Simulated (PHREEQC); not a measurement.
Make-up at 25 °C: 0.0081 mol KBr, 0.00047 mol Mn(NO3)2 and 0.00084 mol HBF4 per kg of water. Closed to the air; pH follows from the charge balance.

The numbers come from PHREEQC with the ion-association model, wateq4f.dat.

No solid was allowed to form.

Question: What pH, ionic strength does the model give?

Answer: pH 2.94; ionic strength 0.0107 mol/kgw.

Question: In which forms is F present?

Answer: HF 47 %, F- 31 %, BF4- 17 %, BF3OH- 3.0 %, BF2(OH)2- 1.7 % of the F.

Complexes and solids missing from the database can't appear. Real BF4- forms and hydrolyses slowly; the run takes it at equilibrium.
